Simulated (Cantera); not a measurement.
An isothermal, constant-pressure homogeneous reactor starts with H2 : O2 = 0.029 : 1 (molar parts), equivalence ratio 0.015, at 1275 K and 0.0263 atm.

Model: the H2/O2 subset of GRI-Mech 3.0, which has no nitrogen chemistry, integrated in Cantera. Radical loss at walls, strong at low pressure, is not modelled.

x: mole fraction; the columns are a selection and need not sum to one.

```json
[
 {"t (s)": "6.00e-5", "x H2": "0.0282", "x O2": "0.972", "x H": "5.25e-9", "x H2O": "4.00e-9", "x HO2": "1.15e-8", "x O": "1.02e-8", "x OH": "8.78e-9"},
 {"t (s)": "0.000161", "x H2": "0.0282", "x O2": "0.972", "x H": "1.99e-8", "x H2O": "5.41e-8", "x HO2": "3.10e-8", "x O": "6.47e-8", "x OH": "4.99e-8"},
 {"t (s)": "0.000432", "x H2": "0.0282", "x O2": "0.972", "x H": "4.46e-7", "x H2O": "2.06e-6", "x HO2": "8.93e-8", "x O": "1.69e-6", "x OH": "1.24e-6"},
 {"t (s)": "0.00116", "x H2": "…", "x O2": "0.966", "x H": "…", "x H2O": "…", "x HO2": "3.55e-6", "x O": "…", "x OH": "0.00252"},
 {"t (s)": "0.00311", "x H2": "0.000290", "x O2": "0.949", "x H": "0.00231", "x H2O": "0.0255", "x HO2": "3.34e-6", "x O": "0.0205", "x OH": "0.00252"},
 {"t (s)": "0.00834", "x H2": "0.000232", "x O2": "0.953", "x H": "0.00166", "x H2O": "0.0261", "x HO2": "3.09e-6", "x O": "0.0164", "x OH": "0.00227"},
 {"t (s)": "0.0224", "x H2": "0.000142", "x O2": "0.960", "x H": "0.000772", "x H2O": "0.0270", "x HO2": "2.53e-6", "x O": "0.00983", "x OH": "0.00178"},
 {"t (s)": "0.0600", "x H2": "5.38e-5", "x O2": "0.967", "x H": "0.000176", "x H2O": "0.0278", "x HO2": "1.58e-6", "x O": "0.00365", "x OH": "0.00110"},
 {"t (s)": "0.161", "x H2": "1.26e-5", "x O2": "0.970", "x H": "1.99e-5", "x H2O": "0.0283", "x HO2": "6.71e-7", "x O": "0.000851", "x OH": "0.000535"},
 {"t (s)": "0.432", "x H2": "2.38e-6", "x O2": "0.971", "x H": "1.63e-6", "x H2O": "0.0285", "x HO2": "2.02e-7", "x O": "0.000161", "x OH": "0.000233"},
 {"t (s)": "1.16", "x H2": "4.68e-7", "x O2": "0.971", "x H": "1.44e-7", "x H2O": "0.0285", "x HO2": "5.47e-8", "x O": "3.18e-5", "x OH": "0.000104"},
 {"t (s)": "3.11", "x H2": "…", "x O2": "0.971", "x H": "…", "x H2O": "0.0286", "x HO2": "…", "x O": "…", "x OH": "…"},
 {"t (s)": "8.34", "x H2": "3.08e-8", "x O2": "0.971", "x H": "2.47e-9", "x H2O": "0.0286", "x HO2": "1.50e-8", "x O": "2.11e-6", "x OH": "2.68e-5"},
 {"t (s)": "22.4", "x H2": "1.26e-8", "x O2": "0.971", "x H": "6.46e-10", "x H2O": "0.0286", "x HO2": "1.84e-8", "x O": "8.62e-7", "x OH": "1.71e-5"},
 {"t (s)": "60.0", "x H2": "9.91e-9", "x O2": "0.971", "x H": "4.54e-10", "x H2O": "0.0286", "x HO2": "2.00e-8", "x O": "6.81e-7", "x OH": "1.52e-5"}
]
```

Q: Fill in the missing entries.

A: 
- 0.00116, x H2: 0.0212
- 0.00116, x H: 0.00112
- 0.00116, x H2O: 0.00515
- 0.00116, x O: 0.00399
- 3.11, x H2: 1.09e-7
- 3.11, x H: 1.62e-8
- 3.11, x HO2: 1.97e-8
- 3.11, x O: 7.41e-6
- 3.11, x OH: 5.03e-5
